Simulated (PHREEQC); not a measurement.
Polishing slurry liquid

Make-up at 25 °C: 0.055 mol/kgw NH3 and 1.1e-05 mol/kgw CO2. Closed to the air; pH follows from the charge balance.

Model: ion-association model, phreeqc.dat, run in PHREEQC.

This is a speciation only: nothing precipitates in the calculation.

Task: What pH, ionic strength does the model give?

Result: pH 10.98; ionic strength 0.00103 mol/kgw.

Task: In which forms is N present?

Result: NH3 98 %, NH4+ 1.9 % of the N.
